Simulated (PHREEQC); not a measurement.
# Buffer: an equilibrium model

Dissolve 0.011 mol/kgw KHCO3, 0.007 mol/kgw Na2CO3 and 7.9e-05 mol/kgw NaCl at 25 °C. Closed to the air; pH follows from the charge balance.

The numbers come from PHREEQC with the ion-association model, phreeqc.dat.

Precipitation was switched off in this run.

Q: Estimate the pH, ionic strength, specific conductance.

A: pH 9.87; ionic strength 0.0303 mol/kgw; specific conductance 2480 µS/cm.

Q: In which forms is C present?

A: HCO3- 61 %, CO3-2 34 %, NaCO3- 4.5 % of the C.

Complexes and solids missing from the database can't appear.
